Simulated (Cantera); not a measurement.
A Cantera script and what it prints.

```python
import numpy as np
import cantera as ct

gas_names = """
    Cu CuF CuF2 Cu2 F F2 H HF H2 H2F2 H3F3 H4F4 H5F5 H6F6 H7F7
""".split()
cond_names = """
    Cu(cr) Cu(L) CuF2(s) CuF2(L)
""".split()


# ... load() reads the species with a 1 bar reference pressure and builds the phases ...
atoms = {
    'Cu': {'Cu': 1},
    'F2': {'F': 2},
    'H2': {'H': 2},
}
top_T = {}  # K; cautious upper limits of use, not melting points


# ... equilibrate(T, P, feed) seeds the gas with the atoms and calls Mixture.equilibrate('TP', solver="vcs", rtol=1e-11, max_steps=5000) ...
results = []
feed = {'Cu': 1, 'F2': 0.5, 'H2': 6.5}  # mol
P = 1333.22  # Pa
for T in [400, 500, 600, 700, 800, 900, 1000, 1100, 1200, 1300, 1400, 1500]:
    mix = equilibrate(T, P, feed)
    results.append((T, P, feed, dict(zip(mix.species_names, mix.species_moles))))

top = {s: max(r[3][s] / sum(r[3][g] for g in gas_names) for r in results) for s in gas_names}
cols = sorted((s for s in top if top[s] > 0.0001), key=lambda s: -top[s])[:8]
seen = [c for c in cond_names if any(r[3].get(c, 0) > 1e-12 for r in results)]
print("log10 of partial pressures in bar; condensed amounts in mol")
print(f"{'T/K':>10s}" + "".join(f"{s[:9]:>10s}" for s in cols + seen))
for T, P, feed, n in results:
    ng = sum(n[g] for g in gas_names)
    print(f"{T:10.4g}" + "".join(f"{np.log10(max(n[s] / ng * P / 1e5, 1e-99)):10.3f}" for s in cols)
          + "".join(f"{n.get(c, 0):10.4g}" for c in seen))
```

Result:

```
log10 of partial pressures in bar; condensed amounts in mol
       T/K        H2        HF        Cu         H    Cu(cr)     Cu(L)
       400    -1.942    -2.720   -37.133   -26.846         1         0
       500    -1.942    -2.720   -28.333   -21.129         1         0
       600    -1.942    -2.720   -22.476   -17.306         1         0
       700    -1.942    -2.720   -18.299   -14.568         1         0
       800    -1.942    -2.720   -15.172   -12.509         1         0
       900    -1.942    -2.720   -12.744   -10.903         1         0
      1000    -1.942    -2.720   -10.807    -9.615         1         0
      1100    -1.942    -2.720    -9.225    -8.558         1         0
      1200    -1.942    -2.720    -7.911    -7.676         1         0
      1300    -1.942    -2.720    -6.802    -6.927    0.9999         0
      1400    -1.942    -2.720    -5.870    -6.284         0    0.9993
      1500    -1.942    -2.721    -5.085    -5.726         0    0.9956
```

Equilibrium computed with Cantera from the NASA thermochemical tables; the gas is ideal and each condensed phase is pure.
